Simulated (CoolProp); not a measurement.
Saturation properties of chlorine.

The numbers come from the reference Helmholtz-energy equation of state, Thol 2021 in CoolProp.

| T (°C) | p (MPa) | enthalpy of vaporisation (kJ/kg) | vapour Z |
|---|---|---|---|
| -70.75 | 0.01429 | 306.8 | [?] |
| -55.15 | 0.03593 | 298.6 | 0.9875 |
| -39.55 | 0.07866 | 290.1 | 0.9779 |
| -23.95 | 0.1543 | 281.2 | 0.9643 |
| -8.35 | 0.2773 | 271.5 | 0.9465 |
| 7.25 | [?] | 261.1 | 0.9241 |
| 22.85 | 0.7315 | 249.6 | 0.8970 |
| 38.45 | 1.099 | 236.9 | 0.8649 |
| 54.05 | 1.584 | 222.6 | 0.8275 |
| 69.55 | 2.202 | 206.5 | [?] |
| 85.15 | 2.978 | 187.9 | 0.7346 |

### Question
Fill in the missing entries.

### Answer

- -70.75, vapour Z: 0.9938
- 7.25, p (MPa): 0.4638
- 69.55, vapour Z: 0.7846

It boils at -34.0 °C under 1 atm.
